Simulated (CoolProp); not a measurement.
R21 along the isotherm 411.5 K: Z from the reference equation and from simpler models built on Tc = 452.7 K, pc = 5.289 MPa, ω = 0.206; each cubic takes its own stable root.

Model: reference Helmholtz-energy equation of state, Platzer 1990, in CoolProp. This equation is an older, rougher fit.

```json
[
 {"p (MPa)": "0.189", "phase": "gas", "reference": "0.9829"},
 {"p (MPa)": "0.378", "phase": "gas", "reference": "0.9653"},
 {"p (MPa)": "0.567", "phase": "gas", "reference": "0.9472"},
 {"p (MPa)": "0.756", "phase": "gas", "reference": "0.9284"},
 {"p (MPa)": "0.944", "phase": "gas", "reference": "0.9090"},
 {"p (MPa)": "1.13", "phase": "gas", "reference": "0.8891"},
 {"p (MPa)": "1.32", "phase": "gas", "reference": "0.8679"},
 {"p (MPa)": "1.51", "phase": "gas", "reference": "0.8458"},
 {"p (MPa)": "1.7", "phase": "gas", "reference": "0.8225"},
 {"p (MPa)": "1.89", "phase": "gas", "reference": "0.7979"},
 {"p (MPa)": "2.08", "phase": "gas", "reference": "0.7717"},
 {"p (MPa)": "2.27", "phase": "gas", "reference": "0.7436"},
 {"p (MPa)": "2.46", "phase": "gas", "reference": "0.7130"},
 {"p (MPa)": "2.64", "phase": "gas", "reference": "0.6811"}
]
```

Q: How far does each simpler model (Pitzer virial, van der Waals, Redlich-Kwong, Soave-Redlich-Kwong) lie from the reference over these 14 states: mean and median of the absolute difference, and the worst?

A: 
- Pitzer virial: mean 3.3 %, median 1.8 %, worst +11.9 % at 411.5 K and 2.64 MPa
- van der Waals: mean 4.7 %, median 3.8 %, worst +12.4 % at 411.5 K and 2.64 MPa
- Redlich-Kwong: mean 1.8 %, median 1.3 %, worst +5.2 % at 411.5 K and 2.64 MPa
- Soave-Redlich-Kwong: mean 1.0 %, median 0.7 %, worst +3.1 % at 411.5 K and 2.64 MPa
